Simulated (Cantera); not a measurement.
Equilibrium for titanium nitride, carbide and oxide coatings: Ti + O2 + H2

Charge: 1 mol Ti, 14 mol O2, 280 mol H2, held at 6400 Pa.

Cantera equilibrium calculation (NASA polynomials, part measured and part estimated; ideal gas, pure solids and liquids). Candidate condensed phases: H2O, Ti, TiO, TiO2, Ti2O3, Ti3O5, Ti4O7; 12 gas species. Condensed phases not in the tables: Magnéli phases beyond Ti4O7. The numbers say what is thermodynamically allowed, not how fast it happens.

| T (K) | x H2 | x H2O | x H | x OH | x TiO2 | x O | n TiO2(rutile) | n Ti4O7(s) |
|---|---|---|---|---|---|---|---|---|
| 1498 | 0.907 | 0.0929 | 6.47e-5 | 1.88e-7 | 1.46e-11 | 1.16e-11 | 1.00 | 0 |
| 1548 | 0.907 | 0.0929 | 0.000116 | 3.96e-7 | 7.25e-11 | 4.30e-11 | 1.00 | 0 |
| 1598 | 0.907 | 0.0928 | 0.000200 | 7.99e-7 | 3.24e-10 | 1.47e-10 | 1.00 | 0 |
| 1648 | 0.907 | 0.0928 | 0.000335 | 1.54e-6 | 1.32e-9 | 4.65e-10 | 1.00 | 0 |
| 1698 | 0.907 | 0.0928 | 0.000544 | 2.86e-6 | 4.94e-9 | 1.38e-9 | 1.000 | 0 |
| 1748 | 0.906 | 0.0928 | 0.000860 | 5.14e-6 | 1.71e-8 | 3.84e-9 | 1.000 | 0 |
| 1798 | 0.906 | 0.0928 | 0.00132 | 8.92e-6 | 5.51e-8 | 1.01e-8 | 1.000 | 0 |
| 1848 | 0.904 | 0.0936 | 0.00199 | 1.52e-5 | 1.56e-7 | 2.55e-8 | 0 | 0.250 |
| 1898 | 0.903 | 0.0936 | 0.00294 | 2.49e-5 | 4.18e-7 | 6.08e-8 | 0 | 0.250 |
| 1948 | 0.902 | 0.0935 | 0.00424 | 3.98e-5 | 1.06e-6 | 1.39e-7 | 0 | 0.250 |
x: gas mole fraction; n: condensed amount in mol.

From 1498 K to 1798 K the condensed part is TiO2(rutile). From 1848 K to 1948 K the condensed part is Ti4O7(s).
